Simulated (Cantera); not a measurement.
Stirred combustor or abatement burner

A perfectly stirred reactor is fed with CH₃OH : O₂ : N₂ = 1 : 1.95 : 7.32 (molar parts), at 1.20 bar; it is adiabatic with a 500 K inlet, and is followed from long to short residence time, starting on the burning branch (τ in s: 0.16, 0.069, 0.03, 0.013, 0.0055, 0.0024, 0.001, 0.00045, 0.00019, 8.3e-05, 3.6e-05).

Detailed kinetics in Cantera: GRI-Mech 3.0 (53 species, 325 reactions). GRI-Mech 3.0 was tuned for natural gas; its chemistry of methanol as a main component is partial and can be far from experiment.

```csv
τ (s),T (K),x CH₃OH,x O₂,x C₂H₆,x HCN,x OH
0.16,2116,7.15e-7,0.0414,<1e-12,5.52e-9,0.00333
0.069,2112,1.50e-6,0.0418,<1e-12,5.68e-9,0.00362
0.030,2102,2.95e-6,0.0422,<1e-12,5.49e-9,0.00411
0.013,2085,5.46e-6,0.0428,<1e-12,5.41e-9,0.00486
0.0055,2058,9.87e-6,0.0437,<1e-12,6.29e-9,0.00582
0.0024,2020,1.73e-5,0.0451,1.22e-12,9.63e-9,0.00680
0.0010,1968,3.23e-5,0.0471,7.17e-12,1.96e-8,0.00768
0.00045,1912,6.01e-5,0.0495,4.36e-11,4.08e-8,0.00814
0.00019,1842,0.000132,0.0534,3.62e-10,8.81e-8,0.00796
8.3e-5,1749,0.000383,0.0613,4.44e-9,1.61e-7,0.00629
3.6e-5,500,0.0974,0.190,<1e-12,<1e-12,<1e-12
```
x: mole fraction; the columns are a selection and need not sum to one.
